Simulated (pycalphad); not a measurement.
All values are pycalphad results on the COST 507 light-alloy database (1999) (1 atm), not direct measurements. The data set is of 1999 and partly superseded. Diffusion is slow at the low end, where real alloys seldom reach equilibrium.

Fe-1.09Si (at.%): equilibrium cooling sequence

```csv
T (°C),phases above,phases below
1529.2,liquid,bcc + liquid
1524.0,bcc + liquid,bcc
1364.2,bcc,bcc + fcc
1361.0,bcc + fcc,fcc
957.8,fcc,bcc + fcc
947.5,bcc + fcc,bcc
```

Changes were sought between steps of 40 K, so a narrower field can be missed.
